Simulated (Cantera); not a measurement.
Charge: 1 mol SiC, 2.4 mol H2, at 2523 K and 7.50 Torr.

Equilibrium computed with Cantera from the NASA thermochemical tables; the gas is ideal and each condensed phase is pure. Candidate condensed phases: C, C6H6, C7H8, C8H18, Si, SiC; 87 gas species. Gases not in the tables: Si2H6 and higher silanes. Kinetics and transport are ignored.

Base state: H2 0.575, H 0.211, Si 0.142, SiC2 0.0394, Si2C 0.0216, C2H2 (acetylene) 0.00684, SiH 0.00275, Si2 0.000993 (mole fractions); condensed: C(graphite) + SiC(s).

Q: What changes in the equilibrium state with this change: SiC replaced by ZrN?

A: 
```csv
species,before,after
H2,0.575,0.757
H,0.211,0.242
Zr,0,0.000359
Si,0.142,0
SiC2,0.0394,0
Si2C,0.0216,0
C2H2 (acetylene),0.00684,0
SiH,0.00275,0
"C(graphite), mol",0.401,0
"SiC(s), mol",0.199,0
"Zr(l), mol",0,0.000776
"ZrN(s), mol",0,0.998
```
Mutual solubility and eutectic melting of coexisting phases are not modelled. ZrN: taken at fixed stoichiometry. Condensed phases not in the tables: N, O or C dissolved in the metal. Further candidate phases: Zr, ZrN.

Q: What changes in the equilibrium state with this change: temperature from 2523 K to 1998 K?

A: 
```json
[
 {"species": "H2", "before": "0.575", "after": "0.983"},
 {"species": "H", "before": "0.211", "after": "0.0159"},
 {"species": "Si", "before": "0.142", "after": "0.000417"},
 {"species": "SiC2", "before": "0.0394", "after": "5.27e-6"},
 {"species": "Si2C", "before": "0.0216", "after": "1.13e-5"},
 {"species": "C3", "before": "7.09e-5", "after": "<1e-9"},
 {"species": "SiC", "before": "7.31e-5", "after": "4.25e-9"},
 {"species": "C", "before": "2.28e-5", "after": "1.62e-9"},
 {"species": "C(graphite), mol", "before": "0.401", "after": "0"},
 {"species": "SiC(s), mol", "before": "0.199", "after": "0.999"}
]
```
